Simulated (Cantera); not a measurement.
What does this Cantera script print?

```python
import numpy as np
import cantera as ct

gas = ct.Solution("h2o2.yaml")
gas.TPX = 1023, 130000, {'H2': 1, 'O2': 0.633, 'N2': 2.38}
reactor = ct.IdealGasConstPressureReactor(gas, energy="on", clone=False)
net = ct.ReactorNet([reactor])
net.rtol, net.atol = 1e-08, 1e-16
show = ['H2', 'O2', 'H', 'H2O', 'H2O2', 'OH', 'O']
times = np.geomspace(3e-06, 0.8, 15)

steps = ct.SolutionArray(gas, extra=["t"])
rows = []
print(f"{'t/s':>10s}{'T/K':>9s}{'P/Pa':>11s}" + "".join(f"{s:>11s}" for s in show))
for t in times:
    while net.time < t:
        t_next = net.step()
        steps.append(gas.state, t=t_next)
    rows.append([np.interp(t, steps.t, y) for y in (steps.T, steps.P, *steps(*show).X.T)])
    print(f"{t:10.3e}{rows[-1][0]:9.1f}{rows[-1][1]:11.4g}" + "".join(f"{x:11.3e}" for x in rows[-1][2:]))
rate = np.gradient(steps.T, steps.t)
print("integrator steps:", len(steps.t))
if steps.T.max() > steps.T[0] + 200:
    print(f"time of steepest temperature rise: {steps.t[rate.argmax()]:.4e} s")
gas.TPX = 1023, 130000, {'H2': 1, 'O2': 0.633, 'N2': 2.38}
gas.equilibrate("HP")
print(f"equilibrium (HP): T = {gas.T:.1f} K  " + "  ".join(f"{s} {gas[s].X[0]:.3e}" for s in show))
```

Result:

```
       t/s      T/K       P/Pa         H2         O2          H        H2O       H2O2         OH          O
 3.000e-06   1023.0    1.3e+05  2.492e-01  1.577e-01  1.855e-10  5.197e-11  1.193e-13  7.469e-12  1.879e-11
 7.323e-06   1023.0    1.3e+05  2.492e-01  1.577e-01  5.023e-10  3.986e-10  8.678e-13  2.330e-11  6.419e-11
 1.788e-05   1023.0    1.3e+05  2.492e-01  1.577e-01  1.774e-09  3.303e-09  8.041e-12  8.702e-11  2.473e-10
 4.363e-05   1023.0    1.3e+05  2.492e-01  1.577e-01  1.288e-08  4.332e-08  1.326e-10  6.436e-10  1.847e-09
 1.065e-04   1023.0    1.3e+05  2.492e-01  1.577e-01  8.266e-07  3.379e-06  1.285e-08  4.208e-08  1.189e-07
 2.600e-04   2387.3    1.3e+05  2.274e-02  4.051e-02  1.302e-02  2.342e-01  3.647e-07  2.427e-02  9.378e-03
 6.347e-04   2599.7    1.3e+05  1.121e-02  3.704e-02  3.592e-03  2.578e-01  4.899e-07  1.908e-02  3.953e-03
 1.549e-03   2599.9    1.3e+05  1.120e-02  3.704e-02  3.587e-03  2.578e-01  4.902e-07  1.907e-02  3.950e-03
 3.782e-03   2599.9    1.3e+05  1.120e-02  3.704e-02  3.587e-03  2.578e-01  4.902e-07  1.907e-02  3.950e-03
 9.231e-03   2599.9    1.3e+05  1.120e-02  3.704e-02  3.587e-03  2.578e-01  4.902e-07  1.907e-02  3.950e-03
 2.253e-02   2599.9    1.3e+05  1.120e-02  3.704e-02  3.587e-03  2.578e-01  4.902e-07  1.907e-02  3.950e-03
 5.500e-02   2599.9    1.3e+05  1.120e-02  3.704e-02  3.587e-03  2.578e-01  4.902e-07  1.907e-02  3.950e-03
 1.343e-01   2599.9    1.3e+05  1.120e-02  3.704e-02  3.587e-03  2.578e-01  4.902e-07  1.907e-02  3.950e-03
 3.277e-01   2599.9    1.3e+05  1.120e-02  3.704e-02  3.587e-03  2.578e-01  4.902e-07  1.907e-02  3.950e-03
 8.000e-01   2599.9    1.3e+05  1.120e-02  3.704e-02  3.587e-03  2.578e-01  4.902e-07  1.907e-02  3.950e-03
integrator steps: 1212
time of steepest temperature rise: 2.0632e-04 s
equilibrium (HP): T = 2599.9 K  H2 1.120e-02  O2 3.704e-02  H 3.587e-03  H2O 2.578e-01  H2O2 4.902e-07  OH 1.907e-02  O 3.950e-03
```

Cantera simulation using the H2/O2 subset of GRI-Mech 3.0, which has no nitrogen chemistry; the numbers are that mechanism's predictions, not measurements.
